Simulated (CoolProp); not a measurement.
Vapour-liquid equilibrium of CH2F2 (R32) (1) + methanol (2) at 0.66 bar; x and y are mole fractions of (1).

The numbers come from the multi-fluid Helmholtz-energy mixture model, Tillner-Roth 1997 and de Reuck 1993; pair parameters Bell 2016 in CoolProp.

```
x      bubble temperature (°C)  y at the bubble point  dew temperature at overall composition x (°C)  liquid density (mol/L)
-----  -----------------------  ---------------------  ---------------------------------------------  ----------------------
0.05                     -24.2                  0.989                                           52.7                   25.88
0.125                    -44.2                  0.998                                           50.8                   26.34
0.2                      -51.1                  0.999                                           48.8                   26.40
0.275                    -54.3                  0.999                                           46.6                   26.33
0.35                     -55.8                  0.999                                            [?]                   26.18
0.425                    -56.5                  0.999                                           41.5                   25.99
0.5                      -56.7                  0.999                                           38.5                   25.76
0.575                    -56.8                  0.999                                           35.1                   25.50
0.65                     -56.8                  0.999                                            [?]                     [?]
0.725                    -57.0                  0.999                                           26.3                   24.92
0.8                      -57.3                  1.000                                            [?]                     [?]
0.875                    -57.9                  1.000                                           11.8                   24.29
0.95                     -58.9                  1.000                                           -3.2                     [?]
```

**Question.** What belongs in the gaps?

**Answer.** 
- 0.35, dew temperature at overall composition x (°C): 44.1
- 0.65, dew temperature at overall composition x (°C): 31.1
- 0.65, liquid density (mol/L): 25.22
- 0.8, dew temperature at overall composition x (°C): 20.3
- 0.8, liquid density (mol/L): 24.61
- 0.95, liquid density (mol/L): 23.96

No azeotrope shows between x = 0.05 and 0.95.

Pair parameters are fitted to limited data, so mixtures are less certain than the pure fluids. With so large a gap from Raoult's law the liquid may split in two, which this calculation doesn't test in full.
